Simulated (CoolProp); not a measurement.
Vapour-liquid equilibrium of toluene (1) + n-decane (2) at 498.1 K; x and y are mole fractions of (1).

Model: multi-fluid Helmholtz-energy mixture model, Lemmon 2006 and Lemmon 2006; pair parameters Bell 2016, in CoolProp.

Q: Give the bubble pressure and the first vapour's composition at x = 0.05, 0.35, 0.5. Is there an azeotrope?

A: x = 0.05: 3.513 bar, y = 0.131; x = 0.35: 5.903 bar, y = 0.611; x = 0.5: 7.154 bar, y = 0.740. No azeotrope shows between x = 0.05 and 0.95.

Pair parameters are fitted to limited data, so mixtures are less certain than the pure fluids.
